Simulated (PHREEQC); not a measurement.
A solution holds 5 mol/kgw K2CO3, 0.07 mol/kgw K2SO4 and 2.4 mol/kgw NaCl, at 25 °C. Closed to the air; pH follows from the charge balance.

Model: Pitzer model, pitzer.dat, run in PHREEQC.

```tsv
quantity	before	after
pH	13.15	13.54
ionic strength (mol/kgw)	17.6	17.6
SI of Sylvite (KCl)	+0.51	+0.57
SI of Arcanite (K2SO4)	+1.06	+0.92
```

Task: What was changed between the two runs?
A) temperature from 25 to 10 °C
B) K2CO3 from 5 to 4.5 mol/kgw
C) K2CO3 left out
D) K2CO3 from 5 to 2.5 mol/kgw

Result: A, temperature from 25 to 10 °C

This is a speciation only: nothing precipitates in the calculation. Some of these states are supersaturated (in Sylvite, Arcanite, for instance). In brines, pH and single-ion activities rest on the MacInnes convention. Constants without temperature data keep their 25 °C values here.
